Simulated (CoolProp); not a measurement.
R22 along the isotherm 500 K: Z from the reference equation and from simpler models built on Tc = 369.3 K, pc = 49.90 bar, ω = 0.221; each cubic takes its own stable root.

Values from CoolProp's reference Helmholtz-energy equation of state, Kamei 1995.

```csv
p (bar),phase,reference
2.08,gas,0.9952
4.16,gas,0.9904
6.24,gas,0.9856
8.32,gas,0.9808
10.4,gas,0.9760
12.5,gas,0.9711
14.6,gas,0.9662
16.6,gas,0.9615
18.7,gas,0.9565
20.8,gas,0.9516
22.9,gas,0.9467
25,gas,0.9417
```

### Question
How far does each simpler model (Pitzer virial, Soave-Redlich-Kwong) lie from the reference over these 12 states: mean and median of the absolute difference, and the worst?

### Answer
- Pitzer virial: mean 0.0 %, median 0.0 %, worst +0.0 % at 500 K and 25 bar
- Soave-Redlich-Kwong: mean 0.2 %, median 0.2 %, worst +0.4 % at 500 K and 25 bar
